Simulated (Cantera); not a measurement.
Input: 1 mol CF4, 0.86 mol H2, equilibrated at 800 K and 13.3 mbar.

Equilibrium computed with Cantera from the NASA thermochemical tables; the gas is ideal and each condensed phase is pure. Candidate condensed phases: C, C6H6, C7H8, C8H18; 95 gas species. Condensed phases not in the tables: fluorocarbon polymer. Gases not in the tables: C2F6 and larger saturated fluorocarbons. Equilibrium is a limit: real reactors are often held back by kinetics, nucleation or transport.

### Question
What is the equilibrium state?

### Answer
```json
{
  "x(HF)": "0.751",
  "x(CF4)": "0.249",
  "n(C(graphite))": "0.430 mol",
  "gas_amount": "2.290 mol"
}
```
